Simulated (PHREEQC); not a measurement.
1.6 g of hydrous ferric oxide (600 m²/g; 0.2 weak and 0.005 strong sites per Fe, Dzombak-Morel constants, diffuse double layer) in 1 kg of water with 0.05 mol/kgw of an inert sodium salt and 1.2 mmol/kgw BaCl2 and 0.0067 mmol/kgw NaF, at 25 °C; the pH is set by adding NaOH or the inert anion's acid. O2 is buffered at 0.21 atm. No CO2 enters from the air. No solid was allowed to form.

The series has 17 steps of pH, from 3 to 11.

Model: ion-association model, wateq4f.dat, run in PHREEQC.

Task: Near which pH is half of the Ba sorbed, and on which side is more sorbed?

Result: Near pH 9.4, with more sorbed at higher pH.

Task: Near which pH is half of the F sorbed, and on which side is more sorbed?

Result: Near pH 6.9, with more sorbed at lower pH.

The oxide is taken as insoluble; below pH 4 it would dissolve.
